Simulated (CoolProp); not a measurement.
Properties of octamethyltrisiloxane (MDM) at several states (Tc = 292.2 °C, pc = 1.438 MPa, ω = 0.528).

Model: reference Helmholtz-energy equation of state, Thol 2017, in CoolProp.

| T (°C) | p (MPa) | phase | density (kg/m³) | Joule-Thomson coefficient (K/MPa) |
|---|---|---|---|---|
| 30.65 | 1.78 | liquid | 812.2 | -0.4326 |
| -61.25 | 8.12 | liquid | 906.4 | -0.5250 |
| 95.55 | 0.0279 | liquid | 741.7 | [?] |
| 196.45 | 0.0475 | gas | 2.945 | [?] |
| 257.45 | 0.108 | gas | [?] | 11.16 |
| -49.75 | 3.98 | liquid | 892.2 | -0.5165 |

**Question.** What belongs in the gaps?

**Answer.** 
- 95.55, Joule-Thomson coefficient (K/MPa): -0.3127
- 196.45, Joule-Thomson coefficient (K/MPa): 16.38
- 257.45, density (kg/m³): 5.987
